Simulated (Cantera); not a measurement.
An isothermal, constant-pressure homogeneous reactor starts with C2H6 : N2 = 1 : 1.4 (molar parts), at 1575 K and 0.622 atm.

Cantera simulation using GRI-Mech 3.0 (53 species, 325 reactions); the numbers are that mechanism's predictions, not measurements. GRI-Mech 3.0 stops at C3 and has no aromatics, soot or wall deposition, so with more carbon than oxygen in the feed, carbon stays in small species such as C2H2 where larger ones or solid carbon would form.

### Question
Predict: x(C2H6) at 3.00 s; x(H) at 3.00 s; x(C2H) at 3.00 s; x(H2) at 3.00 s; x(C2H4) at 3.00 s; x(C2H2) at 3.00 s; x(CH2) at 3.00 s.

### Answer
```json
{
 "x(C2H6) at 3.00 s": "1.03e-5 (gas-phase equilibrium 7.86e-6)",
 "x(H) at 3.00 s": "3.41e-5 (gas-phase equilibrium 3.43e-5)",
 "x(C2H) at 3.00 s": "5.07e-8 (gas-phase equilibrium 3.80e-8)",
 "x(H2) at 3.00 s": "0.418 (gas-phase equilibrium 0.423)",
 "x(C2H4) at 3.00 s": "0.00773 (gas-phase equilibrium 0.00589)",
 "x(C2H2) at 3.00 s": "0.213 (gas-phase equilibrium 0.160)",
 "x(CH2) at 3.00 s": "3.78e-9 (gas-phase equilibrium 3.29e-9)"
}
```
